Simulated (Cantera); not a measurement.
Input (Python, Cantera):

```python
import numpy as np
import cantera as ct

gas = ct.Solution("gri30.yaml")


def delay(T, t_max=10):
    gas.TPX = T, 1400000, {'CO': 1, 'H2': 0.45, 'CH4': 0.38, 'O2': 1.24, 'N2': 4.65}
    reactor = ct.IdealGasConstPressureReactor(gas, clone=False)
    net = ct.ReactorNet([reactor])
    net.rtol, net.atol = 1e-8, 1e-16
    while net.time < t_max:
        t_old, T_old = net.time, reactor.T
        net.step()
        if reactor.T > T + 400:  # ignition: a rise of 400 K
            return t_old + (T + 400 - T_old) / (reactor.T - T_old) * (net.time - t_old)
    return np.nan


taus = []
for T in [975, 1075, 1175, 1275, 1375, 1475, 1575, 1675, 1775, 1875]:
    taus.append(delay(T))
    print(f"T0 = {T:6g} K   tau = {taus[-1]:.4e} s")
```

Result:

```
T0 =    975 K   tau = 8.7011e-03 s
T0 =   1075 K   tau = 9.4684e-04 s
T0 =   1175 K   tau = 1.7865e-04 s
T0 =   1275 K   tau = 5.9867e-05 s
T0 =   1375 K   tau = 2.7543e-05 s
T0 =   1475 K   tau = 1.4637e-05 s
T0 =   1575 K   tau = 8.4225e-06 s
T0 =   1675 K   tau = 5.1406e-06 s
T0 =   1775 K   tau = 3.2980e-06 s
T0 =   1875 K   tau = 2.2081e-06 s
```

Detailed kinetics in Cantera: GRI-Mech 3.0 (53 species, 325 reactions). The pressure lies above the range GRI-Mech 3.0 was tuned for (to about 10 atm). Below about 1000 K GRI-Mech 3.0 lacks low-temperature oxidation paths.
